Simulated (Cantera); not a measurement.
What does this Cantera script print?

```python
import numpy as np
import cantera as ct

gas_names = [...]  # 113 gases of nasa_gas.yaml made of C, H, O, Ta
cond_names = """
    C(gr) C6H6(L) C7H8(L) C8H18(L),n-octa H2O(s) H2O(L) Ta(cr) Ta(L) TaC(s) TaC(L) Ta2O5(s) Ta2O5(L)
""".split()


# ... load() reads the species with a 1 bar reference pressure and builds the phases ...
atoms = {
    'Ta(OEt)5': {'Ta': 1, 'C': 10, 'H': 25, 'O': 5},
    'H2O': {'H': 2, 'O': 1},
    'H2': {'H': 2},
}
top_T = {'C(gr)': 4500}  # K; cautious upper limits of use, not melting points


# ... equilibrate(T, P, feed) seeds the gas with the atoms and calls Mixture.equilibrate('TP', solver="vcs", rtol=1e-11, max_steps=5000) ...
results = []
feed = {'Ta(OEt)5': 1, 'H2O': 0.01, 'H2': 13}  # mol
P = 13332.2  # Pa
for T in [1500, 1600, 1700, 1800, 1900, 2000, 2100, 2200, 2300, 2400, 2500]:
    mix = equilibrate(T, P, feed)
    results.append((T, P, feed, dict(zip(mix.species_names, mix.species_moles))))

top = {s: max(r[3][s] / sum(r[3][g] for g in gas_names) for r in results) for s in gas_names}
cols = sorted((s for s in top if top[s] > 1e-05), key=lambda s: -top[s])[:5]
seen = [c for c in cond_names if any(r[3].get(c, 0) > 1e-12 for r in results)]
print("log10 of partial pressures in bar; condensed amounts in mol")
print(f"{'T/K':>10s}" + "".join(f"{s[:9]:>10s}" for s in cols + seen))
for T, P, feed, n in results:
    ng = sum(n[g] for g in gas_names)
    print(f"{T:10.4g}" + "".join(f"{np.log10(max(n[s] / ng * P / 1e5, 1e-99)):10.3f}" for s in cols)
          + "".join(f"{n.get(c, 0):10.4g}" for c in seen))
```

Output:

```
log10 of partial pressures in bar; condensed amounts in mol
       T/K        H2        CO         H C2H2,acet       CH4     C(gr)    TaC(s)
      1500    -0.953    -1.660    -5.231    -5.998    -4.496     3.983         1
      1600    -0.953    -1.660    -4.741    -5.514    -4.693     3.984         1
      1700    -0.953    -1.660    -4.308    -5.088    -4.867     3.983         1
      1800    -0.954    -1.660    -3.923    -4.710    -5.021     3.979         1
      1900    -0.954    -1.660    -3.577    -4.372    -5.158     3.969         1
      2000    -0.955    -1.661    -3.266    -4.070    -5.283      3.95         1
      2100    -0.957    -1.662    -2.985    -3.798    -5.396     3.916         1
      2200    -0.961    -1.663    -2.730    -3.552    -5.502     3.859         1
      2300    -0.966    -1.665    -2.497    -3.331    -5.602     3.772         1
      2400    -0.975    -1.668    -2.286    -3.132    -5.700     3.641         1
      2500    -0.988    -1.673    -2.093    -2.953    -5.799     3.455         1
```

Cantera equilibrium calculation (NASA polynomials, part measured and part estimated; ideal gas, pure solids and liquids). The feed counts by its element totals alone. TaC: taken at fixed stoichiometry. Condensed phases not in the tables: Ta2C.
